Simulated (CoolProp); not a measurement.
The numbers come from the reference Helmholtz-energy equation of state, Lemmon 2006 in CoolProp. It is a short technical equation, of lower accuracy than the large ones.

Give the vapour pressure (kPa), liquid density (kg/m³), vapour density (kg/m³) of saturated C3F8 (R218) at 188.9, 202.8, 244.4 K.


```csv
T (K),p (kPa),liquid density (kg/m³),vapour density (kg/m³)
188.9,6.11,1790,0.737
202.8,16.4,1740,1.86
244.4,144,1580,14.3
```
